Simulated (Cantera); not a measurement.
Input (Python, Cantera):

```python
import numpy as np
import cantera as ct

gas = ct.Solution("gri30.yaml")
gas.TPX = 1275, 2666, {'H2': 0.035, 'O2': 1}
inlet = ct.Reservoir(gas, clone=True)

reactor = ct.IdealGasConstPressureReactor(gas, energy="off", clone=False)
exhaust = ct.Reservoir(gas, clone=True)
tau = [7.9, 1.4, 0.24, 0.042, 0.0073, 0.0013, 0.00022][0]
for a, b in ((inlet, reactor), (reactor, exhaust)):
    ct.MassFlowController(a, b, mdot=lambda t: reactor.mass / tau)
net = ct.ReactorNet([reactor])
show = ['H2', 'O2', 'OH', 'H2O2', 'H', 'HO2', 'O']

rows = []
print(f"{'tau/s':>10s}{'T/K':>9s}" + "".join(f"{s:>11s}" for s in show))
for tau in [7.9, 1.4, 0.24, 0.042, 0.0073, 0.0013, 0.00022]:
    net.initial_time = 0.0
    net.advance(30 * tau)
    before = gas.X
    net.advance(40 * tau)
    drift = np.max(np.abs(gas.X - before) / (gas.X + 1e-9))
    rows.append([gas.T, *gas[show].X, drift])
    print(f"{tau:10.3e}{gas.T:9.1f}" + "".join(f"{x:11.3e}" for x in gas[show].X))
```

Result:

```
     tau/s      T/K         H2         O2         OH       H2O2          H        HO2          O
 7.900e+00   1275.0  1.929e-05  9.650e-01  4.105e-04  2.844e-08  7.530e-06  4.594e-07  4.145e-04
 1.400e+00   1275.0  5.547e-05  9.640e-01  7.264e-04  4.910e-08  4.149e-05  9.908e-07  1.289e-03
 2.400e-01   1275.0  1.568e-04  9.611e-01  1.274e-03  7.559e-08  2.197e-04  1.878e-06  3.878e-03
 4.200e-02   1275.0  4.234e-04  9.544e-01  2.098e-03  1.024e-07  9.299e-04  2.979e-06  9.869e-03
 7.300e-03   1275.0  1.187e-03  9.456e-01  3.131e-03  1.341e-07  2.523e-03  3.953e-06  1.755e-02
 1.300e-03   1275.0  4.034e-03  9.431e-01  4.425e-03  2.040e-07  4.050e-03  4.643e-06  1.882e-02
 2.200e-04   1275.0  1.599e-02  9.519e-01  4.689e-03  2.379e-07  3.210e-03  4.413e-06  1.035e-02
```

Computed with Cantera and GRI-Mech 3.0 (53 species, 325 reactions). Radical loss at walls, strong at low pressure, is not modelled. The temperature is held fixed by assumption; the heat of reaction is taken as removed at once.
